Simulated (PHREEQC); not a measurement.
A solution holds 0.14 mol H2SO4, 0.15 mol FeSO4 and 0.24 mol MgSO4 per kg of water, at 20 °C. Closed to the air; pH follows from the charge balance.

Model: ion-association model, wateq4f.dat, run in PHREEQC.

No solid was allowed to form.

**Question.** Order these Fe species by the share of Fe that they hold, largest first: FeHSO4+, Fe+2, FeSO4.

**Answer.** Fe+2 (47 %), FeSO4 (34 %), FeHSO4+ (19 %)

The pH is 1.26 and the ionic strength 0.775 mol/kgw. Caution: at this ionic strength the ion-association model is outside its range; a Pitzer model would be the better tool where its parameters exist.
